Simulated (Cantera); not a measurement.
What does this Cantera script print?

```python
import numpy as np
import cantera as ct

gas_names = """
    CL CL2 H HCL H2 Si SiCL SiCL2 SiCL3 SiCL4 SiH SiHCL3 SiH2 SiH2CL2 SiH3 SiH3CL SiH4 Si2 Si3
""".split()
cond_names = """
    Si(cr) Si(L)
""".split()


# ... load() reads the species with a 1 bar reference pressure and builds the phases ...
atoms = {
    'SiH2Cl2': {'Si': 1, 'H': 2, 'CL': 2},
    'Cl2': {'CL': 2},
    'H2': {'H': 2},
}
top_T = {}  # K; cautious upper limits of use, not melting points


# ... equilibrate(T, P, feed) seeds the gas with the atoms and calls Mixture.equilibrate('TP', solver="vcs", rtol=1e-11, max_steps=5000) ...
results = []
feed = {'SiH2Cl2': 1, 'Cl2': 0.11, 'H2': 18}  # mol
T = 1650  # K
P = 190000  # Pa
mix = equilibrate(T, P, feed)
results.append((T, P, feed, dict(zip(mix.species_names, mix.species_moles))))
x = sorted(zip(gas.X, gas.species_names), reverse=True)
print(f"T = {T:g} K  P = {P:g} Pa  gas = {mix.phase_moles(0):.4g} mol")
print("   x: " + "  ".join(f"{s} {v:.3e}" for v, s in x if v > 1e-06))
print("   condensed (mol): " + ("  ".join(f"{mix.phase(i).name} {mix.phase_moles(i):.4g}"
      for i in range(1, mix.n_phases) if mix.phase_moles(i) > 1e-12) or "none"))
```

It prints:

```
T = 1650 K  P = 190000 Pa  gas = 20.06 mol
   x: H2 9.130e-01  HCL 6.639e-02  SiCL2 1.717e-02  SiCL3 1.709e-03  SiHCL3 8.621e-04  SiCL4 3.734e-04  SiH2CL2 3.399e-04  H 6.298e-05  SiH3CL 4.037e-05  SiH2 7.904e-06  CL 3.590e-06  SiCL 3.083e-06  SiH4 1.925e-06
   condensed (mol): Si(cr) 0.5886
```

Cantera equilibrium calculation (NASA polynomials, part measured and part estimated; ideal gas, pure solids and liquids). The tables' values for SiCl3 are old estimates; treat these amounts as uncertain.
